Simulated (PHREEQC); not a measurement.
Make-up at 25 °C: 0.26 mol/kgw HNO3, 7.4e-05 mol/kgw H4SiO4 and 0.7 mol/kgw KH2PO4. Closed to the air; pH follows from the charge balance.

All values are PHREEQC results (ion-association model, phreeqc.dat), not measurements.

Problem. The ionic strength comes out as 0.709 mol/kgw. What activity coefficients do HPO4-2, H+, NO3-, H2PO4-, K+ get?

Solution. HPO4-2 0.19, H+ 0.75, NO3- 0.58, H2PO4- 0.67, K+ 0.62.

Precipitation was switched off in this run. The ionic strength is past about 0.7 mol/kgw, beyond the range of this activity model, so the values are rough. Complexes and solids missing from the database can't appear.
